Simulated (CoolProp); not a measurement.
Properties of nitrous oxide at several states.

Values from CoolProp's reference Helmholtz-energy equation of state, Lemmon 2006. It is a short technical equation, of lower accuracy than the large ones.

| T (°C) | p (MPa) | phase | density (kg/m³) | speed of sound (m/s) |
|---|---|---|---|---|
| 105.25 | 0.0187 | gas | 0.2617 | 298.6 |
| 58.35 | 0.0311 | gas | 0.4972 | 280.9 |
| -20.05 | 4.11 | liquid | 1008 | 719.5 |
| 215.55 | 0.0101 | gas | 0.1094 | 336.1 |
| 153.05 | 0.0139 | gas | 0.1727 | 315.4 |
| -19.25 | 0.0539 | gas | 1.129 | 248.6 |
